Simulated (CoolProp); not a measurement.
Vapour pressure (kPa) of hydrogen sulfide: the reference equation beside estimates from Tc = 100.0 °C, pc = 8999 kPa, ω = 0.101.

The numbers come from the reference Helmholtz-energy equation of state, Lemmon 2006 in CoolProp. It is a short technical equation, of lower accuracy than the large ones.

```tsv
T (°C)	reference	Lee-Kesler	van der Waals	Redlich-Kwong	Soave-Redlich-Kwong	Peng-Robinson
-68.15	66.87	65.90	461.3	68.61	65.91	68.87
-57.45	116.8	115.4	628.8	123.4	115.4	119.1
-46.75	192.3	190.7	834.1	207.2	190.5	194.6
-36.15	300.1	298.4	1078	327.3	298.0	302.0
-25.45	450.6	449.4	1369	495.0	448.8	451.8
-14.75	652.3	652.0	1708	718.7	651.6	652.5
-4.15	912.3	913.0	2094	1005	913.7	911.3
6.55	1245	1247	2536	1368	1251	1244
17.25	1660	1663	3035	1815	1671	1658
27.85	2162	2165	3586	2349	2182	2162
38.55	2771	2773	4203	2988	2802	2775
49.25	3497	3497	4882	3737	3541	3507
59.95	4350	4350	5625	4603	4408	4370
```

Absolute difference from the reference over all 13 rows, mean and median: Lee-Kesler 0.4 and 0.2 %, van der Waals 191.5 and 129.5 %, Redlich-Kwong 8.0 and 8.6 %, Soave-Redlich-Kwong 0.8 and 0.9 %, Peng-Robinson 0.6 and 0.3 %.
